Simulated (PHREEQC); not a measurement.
**Copper plating or etch bath: speciation**

Dissolve 3.4 mmol/kgw CuSO4, 40 mmol/kgw HNO3 and 0.05 mmol/kgw Na2SO4 at 25 °C. Closed to the air; pH follows from the charge balance.

The numbers come from PHREEQC with the ion-association model, wateq4f.dat.

Each row changes one thing in this solution. No solid was allowed to form.

| case | pH | ionic strength (mol/kgw) | Cu+2 (mol/kgw) | HSO4- (mol/kgw) | SO4-2 (mol/kgw) | CuSO4 (mol/kgw) | SI of Chalcanthite (CuSO4:5H2O) | SI of Tenorite (CuO) |
|---|---|---|---|---|---|---|---|---|
| as made | 1.49 | 0.0489 | 0.00323 | 0.00210 | 0.00118 | 0.000173 | -3.43 | -7.45 |
| diluted 100-fold with water | 3.41 | ? | 3.38e-5 | ? | 3.32e-5 | ? | -6.40 | -5.32 |
| temperature from 25 to 30 °C | 1.49 | 0.0487 | 0.00323 | 0.00218 | 0.00110 | 0.000166 | -3.48 | -7.26 |
| Na2SO4 from 5e-05 to 5e-06 mol/kgw | 1.49 | 0.0488 | 0.00323 | 0.00207 | 0.00116 | 0.000171 | -3.44 | -7.45 |
| Na2SO4 left out | 1.49 | 0.0488 | 0.00323 | 0.00207 | 0.00116 | 0.000171 | -3.44 | -7.45 |

**Question.** What belongs in the gaps?

**Answer.** 
- diluted 100-fold with water, ionic strength (mol/kgw): 0.000534
- diluted 100-fold with water, HSO4- (mol/kgw): 1.16e-6
- diluted 100-fold with water, CuSO4 (mol/kgw): 1.86e-7

Complexes and solids missing from the database can't appear.
